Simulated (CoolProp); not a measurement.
R115 at several states: density (kg/m³) from the reference equation and from simpler models built on Tc = 353.1 K, pc = 3129 kPa, ω = 0.248; each cubic takes its own stable root.

Computed with CoolProp (reference Helmholtz-energy equation of state, Lemmon 2016).

| T (K) | p (kPa) | phase | reference |
|---|---|---|---|
| 376.2 | 13.9 | gas | 0.6872 |
| 204.9 | 2670 | liquid | 1652 |
| 358.3 | 318 | gas | 17.04 |
| 451.7 | 34.7 | gas | 1.429 |

How far does each simpler model (van der Waals, Redlich-Kwong, Peng-Robinson) lie from the reference over these 4 states: mean and median of the absolute difference, and the worst?


- van der Waals: mean 9.3 %, median 0.2 %, worst -36.7 % at 204.9 K and 2670 kPa
- Redlich-Kwong: mean 1.9 %, median 0.1 %, worst -7.4 % at 204.9 K and 2670 kPa
- Peng-Robinson: mean 1.9 %, median 0.3 %, worst +7.0 % at 204.9 K and 2670 kPa
